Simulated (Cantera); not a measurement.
## Boron, boron nitride and boron oxide: BCl₃ + H₂

Charge: 1 mol BCl₃, 5.2 mol H₂, at 1023.15 K and 2100 Pa.

These are equilibrium values from Cantera (NASA tables, ideal gas, pure condensed phases), not measurements of a reactor. Candidate condensed phases: B; 13 gas species. Gases not in the tables: BHCl₂. The numbers say what is thermodynamically allowed, not how fast it happens.

| Quantity | Result |
|---|---|
| x(H₂) | 0.761 |
| x(HCl) | 0.122 |
| x(BCl₃) | 0.118 |
| x(BCl₂) | 1.98e-6 |
| n(B(s)) | 0.256 mol |
| gas amount | 6.328 mol |
